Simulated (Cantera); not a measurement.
Cantera run:

```python
import numpy as np
import cantera as ct

gas_names = """
    Fe H H2 H2S N NH NH2 NH3 N2 N2H2 N2H4 S SH SN S2 S8
""".split()
cond_names = """
    Fe(a) Fe(c) Fe(d) Fe(L) FeS(a) FeS(b) FeS(c) FeS(L) FeS2(s) S(cr1) S(cr2) S(L)
""".split()


def load(file, names, dense=False):
    # The tables refer to 1 bar. Condensed volumes are neglected.
    table = {s.name: s for s in ct.Species.list_from_file(file)}
    out = []
    for n in names:
        d = dict(table[n].input_data)
        d["thermo"] = dict(d["thermo"], **{"reference-pressure": 1e5})
        if dense:
            d["equation-of-state"] = {"model": "constant-volume", "density": "1e6 g/cm^3"}
        out.append(ct.Species.from_dict(d))
    return out


gas = ct.Solution(thermo="ideal-gas", species=load("nasa_gas.yaml", gas_names))
cond = {s.name: ct.Solution(thermo="fixed-stoichiometry", species=[s], name=s.name)
        for s in load("nasa_condensed.yaml", cond_names, dense=True)}
atoms = {
    'FeS2': {'Fe': 1, 'S': 2},
    'H2': {'H': 2},
    'N2': {'N': 2},
}
top_T = {'FeS2(s)': 1010}  # K; cautious upper limits of use, not melting points


def equilibrate(T, P, feed):
    n = {}
    for name, mol in feed.items():
        for a, k in atoms[name].items():
            n[a] = n.get(a, 0.0) + k * mol
    gas.TPX = T, P, n
    mass = sum(n.values()) * gas.mean_molecular_weight
    gas.equilibrate("TP")
    valid = [c for c in cond.values() if c.min_temp <= T <= top_T.get(c.name, c.max_temp)]
    mix = ct.Mixture([(gas, mass / gas.mean_molecular_weight)] + [(c, 0.0) for c in valid])
    mix.T, mix.P = T, P
    mix.equilibrate("TP", solver="vcs", rtol=1e-11, max_steps=5000)
    return mix


results = []
feed = {'FeS2': 1, 'H2': 0.49, 'N2': 0.69}  # mol
T = 1725  # K
P = 13332.2  # Pa
mix = equilibrate(T, P, feed)
results.append((T, P, feed, dict(zip(mix.species_names, mix.species_moles))))
x = sorted(zip(gas.X, gas.species_names), reverse=True)
print(f"T = {T:g} K  P = {P:g} Pa  gas = {mix.phase_moles(0):.4g} mol")
print("   x: " + "  ".join(f"{s} {v:.3e}" for v, s in x if v > 1e-05))
print("   condensed (mol): " + ("  ".join(f"{mix.phase(i).name} {mix.phase_moles(i):.4g}"
      for i in range(1, mix.n_phases) if mix.phase_moles(i) > 1e-12) or "none"))
```

Output:

```
T = 1725 K  P = 13332.2 Pa  gas = 1.63 mol
   x: N2 4.234e-01  S2 2.708e-01  H2 2.336e-01  H2S 6.249e-02  SH 8.850e-03  S 5.628e-04  H 2.459e-04
   condensed (mol): FeS(L) 1
```

These are equilibrium values from Cantera (NASA tables, ideal gas, pure condensed phases), not measurements of a reactor. FeS: taken at fixed stoichiometry.
